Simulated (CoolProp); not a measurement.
Vapour-liquid equilibrium of cyclohexane (1) + dimethyl carbonate (2) at 18.65 °C; x and y are mole fractions of (1).

Computed with CoolProp (multi-fluid Helmholtz-energy mixture model, Zhou 2014 and Zhou 2011; pair parameters Bell 2016).

```csv
x,"bubble pressure, mixture model (kPa)","bubble pressure, Raoult's law (kPa)","y, mixture model","y, Raoult's law"
0.05,7.678,5.426,0.353,0.089
0.15,10.50,5.876,0.561,0.248
0.25,?,6.326,0.625,0.383
0.35,12.14,6.777,0.649,0.501
0.45,12.25,7.227,?,0.604
0.55,12.27,7.678,0.660,0.695
0.65,12.28,8.128,?,0.776
0.75,12.25,8.579,0.679,0.848
0.85,11.97,9.029,0.725,0.914
0.95,10.90,9.479,0.851,0.973
```

Question: Some entries are withheld; supply them.

Answer: 
- 0.25, bubble pressure, mixture model (kPa): 11.70
- 0.45, y, mixture model: 0.657
- 0.65, y, mixture model: 0.664

The largest gap from Raoult's law is +85.0 % in bubble pressure, at x = 0.25. y crosses x between x = 0.65 and 0.75: the model has an azeotrope there.

Pair parameters are fitted to limited data, so mixtures are less certain than the pure fluids. With so large a gap from Raoult's law the liquid may split in two, which this calculation doesn't test in full.
